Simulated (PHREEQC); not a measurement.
PHREEQC input (ion-association model, wateq4f.dat):

```
SOLUTION_MASTER_SPECIES
  An  An-  0  An  62.0  # stands for a non-complexing anion
SOLUTION_SPECIES
  An- = An-
    -log_k 0
    -gamma 3.0 0
PHASES
  Fix_H+
    H+ = H+
    -log_k 0
SOLUTION 1
  temp 25
  units mmol/kgw
  pH 7 charge
  Na 100
  An 100
END
SELECTED_OUTPUT 1
  -reset false
  -pH true
  -pe true
  -ionic_strength true
  -water true
  -totals Na
  -molalities Hfo_wOH Hfo_wOH2+ Hfo_wO- Hfo_sOH Hfo_sOH2+ Hfo_sO-
USER_PUNCH 1
  -headings sigma psi
  10 PUNCH EDL("sigma", "Hfo"), EDL("psi", "Hfo")
PRINT
  -reset false
USE solution 1
SURFACE 1
  Hfo_wOH 0.00121348 600 0.54
  Hfo_sOH 3.03371e-05
EQUILIBRIUM_PHASES 1
  Fix_H+ -3 HAn 10
    -force_equality true
  O2(g) -0.68 10
END
# ... the last block is repeated for the other 12 points of pH, with NaOH or the acid as the point needs
```

Selected output (columns that matter, 13 of 13 rows; pH added in front):

```
pH	mu	Na	m_Hfo_wOH	m_Hfo_wOH2+	m_Hfo_wO-	m_Hfo_sOH	m_Hfo_sOH2+	m_Hfo_sO-	sigma	psi
3	0.10182	0.1	2.3128e-05	0.0011903	1.0294e-08	5.7819e-07	2.9759e-05	2.5736e-10	0.36337	0.15253
3.5	0.10097	0.1	6.6059e-05	0.0011473	8.713e-08	1.6515e-06	2.8683e-05	2.1783e-09	0.35021	0.15086
4	0.10066	0.1	0.00016135	0.0010516	5.6714e-07	4.0337e-06	2.6289e-05	1.4179e-08	0.32083	0.14647
4.5	0.1005	0.1	0.00031521	0.00089573	2.5411e-06	7.8803e-06	2.2393e-05	6.3528e-08	0.27266	0.13821
5	0.10037	0.1	0.00049431	0.0007113	7.8693e-06	1.2358e-05	1.7783e-05	1.9673e-07	0.21473	0.12612
5.5	0.10027	0.1	0.00065643	0.00053873	1.8323e-05	1.6411e-05	1.3468e-05	4.5809e-07	0.15886	0.11097
6	0.10019	0.1	0.00077892	0.00039979	3.4766e-05	1.9473e-05	9.9948e-06	8.6916e-07	0.11143	0.093447
6.5	0.10012	0.1	0.00085856	0.00029831	5.6606e-05	2.1464e-05	7.4579e-06	1.4152e-06	0.073785	0.073892
7	0.10007	0.1	0.00090315	0.00022858	8.175e-05	2.2579e-05	5.7145e-06	2.0438e-06	0.044821	0.052455
7.5	0.10004	0.1	0.00092422	0.00018135	0.0001079	2.3106e-05	4.5339e-06	2.6976e-06	0.022422	0.029415
8	0.10001	0.1	0.00093128	0.00014744	0.00013476	2.3282e-05	3.686e-06	3.3689e-06	0.0038713	0.0053518
8.5	0.10003	0.10005	0.00092866	0.00011953	0.00016528	2.3217e-05	2.9884e-06	4.132e-06	-0.013965	-0.018908
9	0.10007	0.10013	0.00091466	9.3217e-05	0.0002056	2.2867e-05	2.3304e-06	5.1401e-06	-0.034307	-0.042488
```

The oxide is taken as insoluble; below pH 4 it would dissolve.
